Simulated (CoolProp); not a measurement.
A single-stage vapour-compression cycle with propyne: evaporating at 315.15 K (dew point), condensing at 381.15 K (bubble point), superheat 2 K, subcooling 5 K, compressor efficiency 0.8, no pressure losses. Each further row changes one setting.

The numbers come from the reference Helmholtz-energy equation of state, Polt 1992 in CoolProp. This equation is an older, rougher fit; its heat capacities, sound speeds and derivatives of the liquid may be far off and weren't checked against measurements.

```tsv
case	cooling COP	pressure ratio	discharge temperature (K)	refrigerating effect (kJ/kg)	volumetric capacity (kJ/m³)
as stated	2.52	4.18	406.5	259	4280
evaporating temperature 320.15 K	2.83	3.68	404.5	263	4940
condensing temperature 376.15 K	2.89	3.81	400.1	277	4580
subcooling 10 K	2.71	4.18	406.5	278	4600
superheat 12 K	2.56	4.18	416.2	279	4370
compressor efficiency 0.7	2.21	4.18	411.9	259	4280
```
